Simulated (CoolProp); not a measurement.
Vapour-liquid equilibrium of R113 (1) + n-hexane (2) at 262.9 K; x and y are mole fractions of (1).

Values from CoolProp's multi-fluid Helmholtz-energy mixture model, Marx 1992 and Thol 2019; pair parameters Bell 2016.

### Question
Give the bubble pressure and the first vapour's composition at x = 0.05, 0.15, 0.35. Is there an azeotrope?

### Answer
x = 0.05: 0.003900 MPa, y = 0.170; x = 0.15: 0.004764 MPa, y = 0.386; x = 0.35: 0.006106 MPa, y = 0.617. No azeotrope shows between x = 0.05 and 0.95.

Pair parameters are fitted to limited data, so mixtures are less certain than the pure fluids.
